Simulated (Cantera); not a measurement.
# Premixed flame

A freely propagating, adiabatic, planar premixed flame of CH4 : CO : O2 : N2 = 1 : 0.58 : 2.52 : 6.54 (molar parts), equivalence ratio 0.91, unburnt at 373 K and 0.300 bar; multicomponent transport, grid criteria slope 0.08 and curve 0.16, no radiation.

Computed with Cantera and GRI-Mech 3.0 (53 species, 325 reactions). Burning velocities carry a grid error of a few per cent, more on coarse grids.

| z (mm) | T (K) | u (m/s) | x CH4 | x CO | x O2 | x CH2CO | x C2H2 | x C2H6 |
|---|---|---|---|---|---|---|---|---|
| -2.38 | 373 | 1.25 | 0.0940 | 0.0545 | 0.237 | <1e-8 | <1e-8 | <1e-8 |
| -1.59 | 373 | 1.25 | 0.0939 | 0.0545 | 0.237 | <1e-8 | <1e-8 | <1e-8 |
| -1.19 | 374 | 1.26 | 0.0937 | 0.0544 | 0.236 | <1e-8 | <1e-8 | 5.42e-8 |
| -0.793 | 392 | 1.32 | 0.0927 | 0.0543 | 0.234 | 1.18e-8 | 5.98e-8 | 4.11e-6 |
| -0.396 | 754 | 2.59 | 0.0748 | 0.0606 | 0.209 | 3.50e-6 | 4.36e-6 | 0.000329 |
| -0.198 | 1218 | 4.23 | 0.0442 | 0.0760 | 0.167 | 2.87e-5 | 1.91e-5 | 0.000558 |
| 0 | 1665 | 5.84 | 0.0120 | 0.0928 | 0.112 | 5.65e-5 | 4.13e-5 | 6.53e-5 |
| 0.198 | 1854 | 6.52 | 0.00121 | 0.0895 | 0.0761 | 1.51e-5 | 9.60e-6 | 4.82e-7 |
| 0.396 | 1900 | 6.65 | 6.68e-5 | 0.0768 | 0.0616 | 1.13e-6 | 3.90e-7 | <1e-8 |
| 0.793 | 1942 | 6.75 | 2.55e-7 | 0.0600 | 0.0528 | <1e-8 | <1e-8 | <1e-8 |
| 1.59 | 1995 | 6.88 | <1e-8 | 0.0498 | 0.0486 | <1e-8 | <1e-8 | <1e-8 |
| 3.17 | 2064 | 7.09 | <1e-8 | 0.0462 | 0.0462 | <1e-8 | <1e-8 | <1e-8 |
| 6.34 | 2155 | 7.35 | <1e-8 | 0.0430 | 0.0436 | <1e-8 | <1e-8 | <1e-8 |
x: mole fraction of selected species; z is measured from the peak of heat release.

- laminar burning velocity: 125 cm/s
- thermal thickness: 0.793 mm
- peak x(CH2CO): 5.81e-5
- peak x(C2H2): 4.16e-5
- peak x(C2H6): 0.000601
- grid points: 186
